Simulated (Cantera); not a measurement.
# Equilibrium for abatement and gas-phase synthesis: H2S + O2 + SO2 + NH3

A closed system holds: 1 mol H2S, 0.52 mol O2, 0.26 mol SO2, 0.097 mol NH3, held at 35.0 Pa.

Method: chemical equilibrium by Gibbs-energy minimisation in Cantera with the NASA 1993 tables (ideal gas, pure condensed phases). Candidate condensed phases: H2O, H2SO4, S; 35 gas species. Gases not in the tables: S3 to S7. The numbers say what is thermodynamically allowed, not how fast it happens.

```json
[
 {"T (°C)": "925", "x H2O": "0.495", "x H": "2.78e-6", "x H2": "0.0750", "x O": "5.52e-12", "x S2": "0.237", "x S": "1.32e-5", "x SO": "0.00146", "x SO2": "0.150", "x OH": "1.45e-7", "x N2": "0.0248", "x H2S": "0.0155", "x O2": "1.85e-11", "x SH": "0.000481"},
 {"T (°C)": "1075", "x H2O": "0.435", "x H": "4.47e-5", "x H2": "0.130", "x O": "7.67e-10", "x S2": "0.222", "x S": "0.000144", "x SO": "0.00595", "x SO2": "0.171", "x OH": "2.40e-6", "x N2": "0.0244", "x H2S": "0.00947", "x O2": "1.24e-9", "x SH": "0.00141"},
 {"T (°C)": "1225", "x H2O": "0.367", "x H": "0.000399", "x H2": "0.189", "x O": "4.04e-8", "x S2": "0.200", "x S": "0.000950", "x SO": "0.0181", "x SO2": "0.191", "x OH": "2.20e-5", "x N2": "0.0239", "x H2S": "0.00580", "x O2": "3.66e-8", "x SH": "0.00312"},
 {"T (°C)": "1375", "x H2O": "0.301", "x H": "0.00234", "x H2": "0.241", "x O": "1.04e-6", "x S2": "0.172", "x S": "0.00431", "x SO": "0.0435", "x SO2": "0.202", "x OH": "0.000131", "x N2": "0.0233", "x H2S": "0.00355", "x O2": "5.85e-7", "x SH": "0.00564"},
 {"T (°C)": "1525", "x H2O": "0.239", "x H": "0.00997", "x H2": "0.280", "x O": "1.54e-5", "x S2": "0.137", "x S": "0.0145", "x SO": "0.0853", "x SO2": "0.199", "x OH": "0.000559", "x N2": "0.0225", "x H2S": "0.00212", "x O2": "5.82e-6", "x SH": "0.00850"},
 {"T (°C)": "1675", "x H2O": "0.185", "x H": "0.0329", "x H2": "0.297", "x O": "0.000152", "x S2": "0.0936", "x S": "0.0367", "x SO": "0.138", "x SO2": "0.181", "x OH": "0.00186", "x N2": "0.0214", "x H2S": "0.00116", "x O2": "4.12e-5", "x SH": "0.0106"},
 {"T (°C)": "1825", "x H2O": "0.139", "x H": "0.0870", "x H2": "0.280", "x O": "0.00114", "x S2": "0.0485", "x S": "0.0691", "x SO": "0.185", "x SO2": "0.155", "x OH": "0.00512", "x N2": "0.0199", "x H2S": "0.000528", "x O2": "0.000240", "x SH": "0.0102"},
 {"T (°C)": "1975", "x H2O": "0.0994", "x H": "0.186", "x H2": "0.224", "x O": "0.00707", "x S2": "0.0172", "x S": "0.0948", "x SO": "0.205", "x SO2": "0.127", "x OH": "0.0123", "x N2": "0.0180", "x H2S": "0.000178", "x O2": "0.00132", "x SH": "0.00725"},
 {"T (°C)": "2125", "x H2O": "0.0571", "x H": "0.317", "x H2": "0.142", "x O": "0.0350", "x S2": "0.00519", "x S": "0.108", "x SO": "0.194", "x SO2": "0.0922", "x OH": "0.0234", "x N2": "0.0155", "x H2S": "4.58e-5", "x O2": "0.00582", "x SH": "0.00405"},
 {"T (°C)": "2275", "x H2O": "0.0180", "x H": "0.421", "x H2": "0.0649", "x O": "0.108", "x S2": "0.00220", "x S": "0.134", "x SO": "0.154", "x SO2": "0.0437", "x OH": "0.0256", "x N2": "0.0126", "x H2S": "1.04e-5", "x O2": "0.0123", "x SH": "0.00221"},
 {"T (°C)": "2425", "x H2O": "0.00303", "x H": "0.453", "x H2": "0.0226", "x O": "0.199", "x S2": "0.00125", "x S": "0.179", "x SO": "0.0927", "x SO2": "0.0112", "x OH": "0.0155", "x N2": "0.0106", "x H2S": "2.16e-6", "x O2": "0.0108", "x SH": "0.00119"},
 {"T (°C)": "2575", "x H2O": "0.000403", "x H": "0.450", "x H2": "0.00761", "x O": "0.259", "x S2": "0.000648", "x S": "0.216", "x SO": "0.0415", "x SO2": "0.00175", "x OH": "0.00700", "x N2": "0.00967", "x H2S": "4.24e-7", "x O2": "0.00548", "x SH": "0.000591"},
 {"T (°C)": "2725", "x H2O": "5.65e-5", "x H": "0.446", "x H2": "0.00283", "x O": "0.286", "x S2": "0.000301", "x S": "0.233", "x SO": "0.0160", "x SO2": "0.000230", "x OH": "0.00295", "x N2": "0.00933", "x H2S": "8.89e-8", "x O2": "0.00226", "x SH": "0.000287"}
]
```
x: gas mole fraction; nothing condenses.

From 925 °C to 2725 °C nothing is condensed.
